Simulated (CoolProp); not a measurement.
Properties of ethylene along the isotherm 450 K (Tc = 282.4 K, pc = 5042 kPa, ω = 0.087).

The numbers come from the reference Helmholtz-energy equation of state, Smukala 2000 in CoolProp.

```csv
p (kPa),phase,cp (kJ/(kg K)),cv (kJ/(kg K)),speed of sound (m/s),isothermal compressibility (1/MPa),expansivity (1/kK)
756,gas,2.086,1.770,392.3,1.336,2.316
1510,gas,2.110,1.775,390.1,0.6759,2.413
2270,gas,2.136,1.779,388.0,0.4541,2.513
3030,gas,2.163,1.784,386.1,0.3435,2.617
3780,gas,2.190,1.788,384.3,?,?
4540,gas,2.219,?,382.8,0.2334,2.829
5290,supercritical,2.248,?,381.5,?,2.936
6050,supercritical,2.279,1.801,?,0.1778,3.047
6810,supercritical,2.311,1.806,379.6,0.1589,3.157
7560,supercritical,2.342,1.810,379.1,0.1439,?
```

Task: Complete the blanks.

Result: 
- 3780, isothermal compressibility (1/MPa): 0.2779
- 3780, expansivity (1/kK): 2.721
- 4540, cv (kJ/(kg K)): 1.793
- 5290, cv (kJ/(kg K)): 1.797
- 5290, isothermal compressibility (1/MPa): 0.2019
- 6050, speed of sound (m/s): 380.4
- 7560, expansivity (1/kK): 3.265
